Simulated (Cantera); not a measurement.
Charge: 1 mol MgO, 3.6 mol CH4, 0.58 mol H2, equilibrated at 1975 °C and 1 atm.

Cantera equilibrium calculation (NASA polynomials, part measured and part estimated; ideal gas, pure solids and liquids). Candidate condensed phases: C, C6H6, C7H8, C8H18, H2O, Mg, MgCO3, MgO, Mg(OH)2; 116 gas species. The tables' values for MgH are old estimates; treat these amounts as uncertain. Equilibrium is a limit: real reactors are often held back by kinetics, nucleation or transport.

Base state: H2 0.787, CO 0.102, Mg 0.100, H 0.00648, C2H2 (acetylene) 0.00261, MgH 0.00160, CH4 0.000149, CH3 2.33e-5 (mole fractions); condensed: C(graphite).

What changes in the equilibrium state with this change: temperature from 1975 °C to 1500 °C?


```tsv
species	before	after
H2	0.787	0.931
CO	0.102	0.0341
Mg	0.100	0.0337
H	0.00648	0.000273
C2H2 (acetylene)	0.00261	0.000130
CH3	2.33e-5	4.39e-6
C(graphite), mol	2.55	3.31
MgO(s), mol	0	0.715
```
